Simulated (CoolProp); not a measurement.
Vapour-liquid equilibrium of propane (1) + isobutene (2) at 0.128 MPa; x and y are mole fractions of (1).

Model: multi-fluid Helmholtz-energy mixture model, Lemmon 2009 and Lemmon 2005; pair parameters Bell 2016, in CoolProp.

```csv
x,bubble temperature (°C),y at the bubble point,dew temperature at overall composition x (°C),liquid density (mol/L)
0.05,-5.5,0.195,-2.0,11.18
0.2,-14.8,0.517,-5.6,11.51
0.35,-20.7,0.681,-9.7,11.80
0.5,-25.2,0.790,-14.3,12.08
0.65,-29.1,0.872,-19.5,12.36
0.8,-32.6,0.937,-25.7,12.65
0.95,-35.7,0.987,-33.4,12.93
```

No azeotrope shows between x = 0.05 and 0.95.

The pair parameters rest on a limited set of measurements; away from them the model extrapolates.
